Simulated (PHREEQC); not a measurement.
Solution A (0.042 mol TMAH, 0.019 mol H3BO3 and 0.011 mol K2CO3 per kg of water) is mixed with solution B (0.18 mol/kgw NaOH) at 63 °C; shares are by mass of water, 1 kg in all. Oxygen is held at 0.21 atm. No CO2 enters from the air. Solids allowed: Nahcolite, Natron. Others were left out.

All values are PHREEQC results (ion-association model, wateq4f.dat), not measurements.

```csv
share of solution B,pH,CO3-2 (mol/kgw),NaCO3- (mol/kgw)
0,11.22,0.0106,0
0.05,(withheld),0.00802,0.00218
0.15,(withheld),0.00492,0.00433
0.2,11.58,0.00398,0.00475
0.3,(withheld),0.00273,0.00494
0.35,(withheld),0.00229,0.00483
0.45,(withheld),0.00164,0.00440
0.5,(withheld),0.00139,0.00410
0.55,(withheld),0.00117,0.00377
0.65,11.92,0.000810,0.00303
0.7,11.95,0.000659,0.00264
0.8,11.99,0.000401,0.00180
0.85,12.01,0.000288,0.00136
0.95,(withheld),8.89e-5,0.000461
1,12.07,0,0
```

**Question.** Fill in the missing entries.

**Answer.** 
- 0.05, pH: 11.34
- 0.15, pH: 11.52
- 0.3, pH: 11.69
- 0.35, pH: 11.73
- 0.45, pH: 11.80
- 0.5, pH: 11.84
- 0.55, pH: 11.87
- 0.95, pH: 12.05

(CH3)4N+ isn't in the database: it is added as a free cation with an ion size of 4 Å. At this temperature some constants are extrapolated from 25 °C, and those without enthalpy data are left unchanged.
